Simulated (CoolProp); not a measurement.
Vapour-liquid equilibrium of R22 (1) + R134a (2) at -3.95 °C; x and y are mole fractions of (1).

Model: multi-fluid Helmholtz-energy mixture model, Kamei 1995 and Tillner-Roth 1994; pair parameters Bell 2016, in CoolProp.

Q: Give the bubble pressure and the first vapour's composition at x = 0.2, 0.5, 0.8. Is there an azeotrope?

A: x = 0.2: 0.2985 MPa, y = 0.307; x = 0.5: 0.3562 MPa, y = 0.620; x = 0.8: 0.4063 MPa, y = 0.858. No azeotrope shows between x = 0.05 and 0.95.

The pair parameters rest on a limited set of measurements; away from them the model extrapolates.
